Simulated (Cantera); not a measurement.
Mixture: CH₄ : O₂ : N₂ = 1 : 1.11 : 4.89 (molar parts), at 10.0 bar, adiabatic and at constant pressure. Ignition delay is the time to a rise of 400 K.

Detailed kinetics in Cantera: GRI-Mech 3.0 (53 species, 325 reactions).

Problem. At T0 = 1473 K, what is the delay, and which 7 reactions control it most (d ln τ / d ln k, from doubling and halving each rate constant)?

Solution. The delay is 0.372 ms.
```csv
reaction,d ln τ / d ln k,faster rate
2 CH3 (+M) <=> C2H6 (+M),0.45,lengthens it
CH3 + O2 <=> CH3O + O,-0.40,shortens it
CH3 + O2 <=> CH2O + OH,-0.25,shortens it
H + O2 <=> O + OH,-0.24,shortens it
CH2O + O2 <=> HCO + HO2,-0.23,shortens it
CH3 + HO2 <=> CH3O + OH,-0.22,shortens it
CH4 + H <=> CH3 + H2,0.22,lengthens it
```
